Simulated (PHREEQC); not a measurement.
A solution holds 120 mmol/kgw NaOH, 150 mmol/kgw K2SO4 and 0.44 mmol/kgw NaCl, at 25 °C. Closed to the air; pH follows from the charge balance.

Computed with PHREEQC (ion-association model, phreeqc.dat).

| quantity | before | after |
|---|---|---|
| pH | 12.88 | 12.91 |
| ionic strength (mol/kgw) | 0.473 | 0.270 |
| K+ (mol/kgw) | 0.263 | 0.150 |
| Na+ (mol/kgw) | 0.108 | 0.120 |

What was changed between the two runs?
(A) NaOH from 0.12 to 0.132 mol/kgw
(B) NaCl left out
(C) NaOH from 0.12 to 0.18 mol/kgw
(D) K2SO4 replaced by KCl at the same molality
(E) 0.048 mol/kgw KF added

D, K2SO4 replaced by KCl at the same molality

No solid was allowed to form.
